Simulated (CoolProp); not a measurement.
Values from CoolProp's reference Helmholtz-energy equation of state, Thol 2021.

Question: Give the vapour pressure (bar), liquid density (kg/m³), vapour density (kg/m³), enthalpy of vaporisation (kJ/kg) of saturated chlorine at 347.4, 355.2 K.

Answer: 
| T (K) | p (bar) | liquid density (kg/m³) | vapour density (kg/m³) | enthalpy of vaporisation (kJ/kg) |
|---|---|---|---|---|
| 347.4 | 24.2 | 1220 | 77.1 | 201 |
| 355.2 | 28.1 | 1190 | 90.5 | 192 |
